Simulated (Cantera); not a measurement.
Mixture: CH4 : O2 : N2 : H2O = 1 : 3.7 : 17.4 : 2.4 (molar parts), equivalence ratio 0.54, at 5.00 bar, adiabatic and at constant volume. Ignition delay is the time to a rise of 400 K.

Detailed kinetics in Cantera: GRI-Mech 3.0 (53 species, 325 reactions).

Predict: delay at 1075 K; delay at 1125 K; delay at 1175 K; delay at 1225 K; delay at 1275 K; delay at 1325 K; apparent activation energy between 1225 and 1325 K.


```json
{
  "delay at 1075 K": "51.8 ms",
  "delay at 1125 K": "25.2 ms",
  "delay at 1175 K": "13.0 ms",
  "delay at 1225 K": "7.02 ms",
  "delay at 1275 K": "3.90 ms",
  "delay at 1325 K": "2.23 ms",
  "apparent activation energy between 1225 and 1325 K": "150 kJ/mol"
}
```
